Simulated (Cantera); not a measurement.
Feed: 1 mol Si3H8, 0.75 mol Cl2, 180 mol H2, at 75.0 Torr.

Equilibrium computed with Cantera from the NASA thermochemical tables; the gas is ideal and each condensed phase is pure. Candidate condensed phases: Si; 19 gas species. The feed counts by its element totals alone. The tables' values for SiCl3 are old estimates; treat these amounts as uncertain. Rates play no part. All values below are at 827 °C.

Base state: H2 0.992, HCl 0.00719, SiHCl3 0.000119, SiCl2 0.000106, SiCl4 5.85e-5, SiH2Cl2 2.91e-5, SiCl3 2.11e-5 (mole fractions); condensed: Si(s).

Question: What changes in the equilibrium state with this change: Cl2 from 0.75 to 0.5 mol?

Answer: 
| species | before | after |
|---|---|---|
| H2 | 0.992 | 0.995 |
| HCl | 0.00719 | 0.00508 |
| SiCl2 | 0.000106 | 5.28e-5 |
| SiHCl3 | 0.000119 | 4.18e-5 |
| SiCl4 | 5.85e-5 | 1.45e-5 |
| SiCl3 | 2.11e-5 | 7.41e-6 |
| SiH2Cl2 | 2.91e-5 | 1.45e-5 |
| Si(s), mol | 2.94 | 2.98 |
